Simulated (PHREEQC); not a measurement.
A solution holds 0.036 mol/kgw HF, 0.023 mol/kgw H2SiF6 and 0.032 mol/kgw HNO3, at 25 °C. Closed to the air; pH follows from the charge balance.

The numbers come from PHREEQC with the ion-association model, wateq4f.dat.

The ionic strength comes out as 0.102 mol/kgw. What activity coefficients do H+, SiF6-2, NO3-, F-, HF2- get?

H+ 0.82, SiF6-2 0.37, NO3- 0.75, F- 0.76, HF2- 0.76.

Precipitation was switched off in this run. SiF6-2 is the database's only silicon fluoride.
